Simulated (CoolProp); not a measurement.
Properties of CF4 (R14) along the isobar 4.22 bar.

The numbers come from the reference Helmholtz-energy equation of state, Platzer 1990 in CoolProp. This equation is an older, rougher fit.

```json
[
 {"T (°C)": "-75.75", "phase": "gas", "Z": "0.9387", "fugacity coefficient": "0.9420"},
 {"T (°C)": "-52.85", "phase": "gas", "Z": "0.9567", "fugacity coefficient": "0.9582"},
 {"T (°C)": "-29.85", "phase": "gas", "Z": "0.9686", "fugacity coefficient": "0.9693"},
 {"T (°C)": "-6.95", "phase": "gas", "Z": "0.9767", "fugacity coefficient": "0.9770"},
 {"T (°C)": "15.95", "phase": "gas", "Z": "0.9825", "fugacity coefficient": "0.9827"},
 {"T (°C)": "38.95", "phase": "gas", "Z": "0.9869", "fugacity coefficient": "0.9870"},
 {"T (°C)": "61.85", "phase": "gas", "Z": "0.9902", "fugacity coefficient": "0.9902"},
 {"T (°C)": "84.75", "phase": "gas", "Z": "0.9927", "fugacity coefficient": "0.9927"},
 {"T (°C)": "107.65", "phase": "gas", "Z": "0.9947", "fugacity coefficient": "0.9947"},
 {"T (°C)": "130.65", "phase": "gas", "Z": "0.9963", "fugacity coefficient": "0.9963"},
 {"T (°C)": "153.55", "phase": "gas", "Z": "0.9976", "fugacity coefficient": "0.9976"},
 {"T (°C)": "176.45", "phase": "gas", "Z": "0.9987", "fugacity coefficient": "0.9986"},
 {"T (°C)": "199.45", "phase": "gas", "Z": "0.9995", "fugacity coefficient": "0.9995"},
 {"T (°C)": "222.35", "phase": "gas", "Z": "1.000", "fugacity coefficient": "1.000"}
]
```
